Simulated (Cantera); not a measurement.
# Ignition delay

Mixture: CH4 : O2 : N2 = 1 : 2.13 : 8 (molar parts), equivalence ratio 0.94, at 1.40 bar, adiabatic and at constant pressure. Ignition delay is the time to a rise of 400 K.

Computed with Cantera and GRI-Mech 3.0 (53 species, 325 reactions).

```
T0 (K)  delay (ms)
------  ----------
1298          8.91
1348          4.79
1398          2.66
1448          1.52
1498         0.905
1548         0.558
1598         0.357
1648         0.236
```

```json
{
  "apparent activation energy between 1548 and 1648 K": "180 kJ/mol"
}
```
